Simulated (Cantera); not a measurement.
**Oxide etching and cleaning by halides: B₂O₃ + HF + H₂**

A closed system holds: 1 mol B₂O₃, 1.6 mol HF, 28 mol H₂, equilibrated at 1450 °C.

Method: chemical equilibrium by Gibbs-energy minimisation in Cantera with the NASA 1993 tables (ideal gas, pure condensed phases). Candidate condensed phases: B, B₂O₃, B₃O₃H₃, H₂O; 43 gas species. The tables' values for BF₂ are old estimates; treat these amounts as uncertain. Kinetics and transport are ignored.

From 1.00 Pa to 0.190 bar nothing is condensed. At 1.00 bar the condensed part is B₂O₃(l). The main B-bearing gas is BOF throughout.

| P (Pa) | x H₂ | x H | x BOF | x HBO₂ | x H₂O | x HF | n B₂O₃(l) |
|---|---|---|---|---|---|---|---|
| 1 | 0.860 | 0.0535 | 0.0393 | 0.0170 | 0.0133 | 0.0115 | 0 |
| 5.20 | 0.889 | 0.0238 | 0.0405 | 0.0177 | 0.0131 | 0.0112 | 0 |
| 27 | 0.902 | 0.0105 | 0.0410 | 0.0180 | 0.0129 | 0.0110 | 0 |
| 140 | 0.908 | 0.00464 | 0.0412 | 0.0181 | 0.0129 | 0.0109 | 0 |
| 720 | 0.911 | 0.00205 | 0.0413 | 0.0182 | 0.0128 | 0.0109 | 0 |
| 3700 | 0.912 | 0.000905 | 0.0414 | 0.0182 | 0.0128 | 0.0109 | 0 |
| 19000 | 0.912 | 0.000400 | 0.0412 | 0.0183 | 0.0128 | 0.0108 | 0 |
| 100000 | 0.916 | 0.000175 | 0.0385 | 0.0154 | 0.0133 | 0.0125 | 0.104 |
x: gas mole fraction; n: condensed amount in mol.
